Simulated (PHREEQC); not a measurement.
1 kg of water holding 0.0077 mol NaCl and 0.5 mol Na2SO4 is evaporated at 30 °C; the solids stay in contact with the brine. CO2 from the air is kept out. Solids allowed: Halite, Mirabilite, Thenardite. Others were left out.

The series has 28 steps of water left (kg), from 1 to 0.005012.

The numbers come from PHREEQC with the Pitzer model, pitzer.dat.

Question: Which solids form, in which order, and at which step of the series does each first stand?

Answer: Mirabilite from water left = 0.1609 kg, last present at water left = 0.005245 kg; Thenardite from water left = 0.005245 kg.
